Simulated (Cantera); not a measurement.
A diamond (100) surface in a fixed gas of H2 with x(CH4) = 0.017, x(CH3) = 6e-05, at 1075 K, 2700 Pa; coverages are run to steady state.

Computed with Cantera and the Harris–Goodwin 1993 mechanism for the reconstructed diamond (100) surface.

One state of this run: growth (µm/h) = 0.206; θ c6HH = 0.544; θ c6H* = 0.0242; θ c6*H = 0.407; θ c6** = 0.0113; θ c6HM = 0.00860. θ: site fractions in the mechanism's names (c6HH fully hydrogenated, c6H* and c6*H radical sites, c6** diradical, c6HM methylated).

Problem. Which value of x(H) does it belong to?
(A) 0.0082
(B) 0.00044
(C) 0.0039
(D) 0.00091

Solution. B, 0.00044
